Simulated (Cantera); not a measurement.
Charge: 1 mol Cu2O, 3.7 mol CO, at 2425 K and 0.550 bar.

These are equilibrium values from Cantera (NASA tables, ideal gas, pure condensed phases), not measurements of a reactor. Candidate condensed phases: C, Cu, CuO, Cu2O; 15 gas species. The numbers say what is thermodynamically allowed, not how fast it happens.

Base state: CO 0.583, CO2 0.215, Cu 0.199, Cu2 0.00263, O 0.000163, O2 0.000148, CuO 0.000136 (mole fractions); condensed: Cu(l).

Question: What changes in the equilibrium state with this change: Cu2O replaced by Fe2O3?

Answer: 
```
species        before     after
-----------  --------  --------
CO              0.583     0.717
CO2             0.215     0.275
Fe                  0   0.00692
Cu              0.199         0
Cu2           0.00263         0
FeO                 0  0.000728
CuO          0.000136         0
O2           0.000148  0.000159
O            0.000163  0.000169
Cu(l), mol       1.05         0
FeO(l), mol         0      1.97
```
The tables' stoichiometric FeO is somewhat more stable than real wüstite, so its field is too wide. FeO: taken at fixed stoichiometry. Further candidate phases: Fe, Fe(CO)5, FeO, Fe2O3, Fe3O4.
